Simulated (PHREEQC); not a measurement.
Make-up at 25 °C: 0.0017 mol/kgw NaH2PO4 and 0.024 mol/kgw NH3. Closed to the air; pH follows from the charge balance.

All values are PHREEQC results (ion-association model, phreeqc.dat), not measurements.

```json
{
  "pH": "10.33",
  "ionic_strength": "0.00540 mol/kgw",
  "specific_conductance": "422 µS/cm",
  "total_alkalinity": "24.0 meq/kg"
}
```

```
species  molality  activity   log γ
-------  --------  --------  ------
NH3        0.0220    0.0221   0.001
NH4+      0.00196   0.00180  -0.035
Na+       0.00170   0.00157  -0.034
HPO4-2    0.00167   0.00123  -0.134
OH-      0.000235  0.000217  -0.035
PO4-3     2.41e-5   1.19e-5  -0.308
NaHPO4-   4.06e-6   3.76e-6  -0.033
H2PO4-    9.95e-7   9.22e-7  -0.033
```

Precipitation was switched off in this run.
